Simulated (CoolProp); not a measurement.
The fluid at 293.15 K and 0.301 MPa flows at 17 m/s in a round tube of 100 mm bore and 0.25 µm roughness, fully developed (64/Re and Nu = 3.66 if laminar; Colebrook and Gnielinski if turbulent). The same conditions are run with several fluids, on thermodynamics alone (safety and materials aside).

Computed with CoolProp (reference Helmholtz-energy equation of state of each fluid (R152A: Outcalt 1996; ethane: Bücker 2006; ammonia: Gao 2020; R13: Platzer 1990; R125: Lemmon 2005)). The equations of Platzer and Polt are older, rougher fits.

Rank R152A, ethane, ammonia, R13, R125 by Reynolds number, highest first.

R125 (2080000), R13 (1600000), R152A (1360000), ethane (699000), ammonia (376000)

| fluid | Darcy friction factor | pressure drop (Pa/m) | heat-transfer coefficient (W/(m² K)) | mass flow (kg/h) |
|---|---|---|---|---|
| R152A | 0.0111 | 141 | 240 | 4220 |
| ethane | 0.0124 | 68.4 | 191 | 1830 |
| ammonia | 0.0139 | 43.7 | 154 | 1050 |
| R13 | 0.0108 | 208 | 216 | 6390 |
| R125 | 0.0104 | 234 | 304 | 7500 |

Transport values come from each fluid's own correlations; those of R152A, R13 are estimates that may be off by 10 % or more.
